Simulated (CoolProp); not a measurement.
A single-stage vapour-compression cycle with R1132(E): evaporating at 249.15 K (dew point), condensing at 285.15 K (bubble point), superheat 5 K, subcooling 5 K, compressor efficiency 0.8, no pressure losses. Each further row changes one setting.

The numbers come from the reference Helmholtz-energy equation of state, Akasaka 2024 in CoolProp.

| case | cooling COP | pressure ratio | discharge temperature (K) | refrigerating effect (kJ/kg) | volumetric capacity (kJ/m³) |
|---|---|---|---|---|---|
| as stated | 4.79 | 3.26 | 315.9 | 231 | 2700 |
| evaporating temperature 254.15 K | 5.79 | … | 311.6 | … | 3270 |
| condensing temperature 280.15 K | … | 2.82 | 307.9 | 240 | 2810 |
| subcooling 10 K | 4.97 | 3.26 | 315.9 | 240 | 2810 |
| superheat 15 K | 4.75 | 3.26 | 326.6 | … | 2680 |
| compressor efficiency 0.7 | 4.19 | 3.26 | … | 231 | 2700 |

Task: Complete the blanks.

Result: 
- evaporating temperature 254.15 K, pressure ratio: 2.71
- evaporating temperature 254.15 K, refrigerating effect (kJ/kg): 234
- condensing temperature 280.15 K, cooling COP: 5.71
- superheat 15 K, refrigerating effect (kJ/kg): 241
- compressor efficiency 0.7, discharge temperature (K): 322.0
